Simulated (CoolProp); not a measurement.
Vapour-liquid equilibrium of benzene (1) + p-xylene (2) at 0.0463 MPa; x and y are mole fractions of (1).

The numbers come from the multi-fluid Helmholtz-energy mixture model, Thol 2012 and Zhou 2012; pair parameters Bell 2016 in CoolProp.

```csv
x,bubble temperature (°C),y at the bubble point,dew temperature at overall composition x (°C),liquid density (mol/L)
0.05,105.5,0.206,110.0,7.495
0.15,95.6,(withheld),107.2,7.803
0.25,87.6,0.659,104.2,(withheld)
0.35,81.0,0.769,100.8,8.423
0.45,75.5,(withheld),97.1,8.742
0.55,70.9,0.893,93.0,9.071
0.65,67.0,0.929,88.1,9.412
0.75,63.6,0.956,82.3,9.769
0.85,60.6,(withheld),74.9,10.14
0.95,57.9,0.993,64.4,(withheld)
```

**Question.** Complete the blanks.

**Answer.** 
- 0.15, y at the bubble point: 0.487
- 0.25, liquid density (mol/L): 8.111
- 0.45, y at the bubble point: 0.842
- 0.85, y at the bubble point: 0.977
- 0.95, liquid density (mol/L): 10.54

No azeotrope shows between x = 0.05 and 0.95.

Pair parameters are fitted to limited data, so mixtures are less certain than the pure fluids.
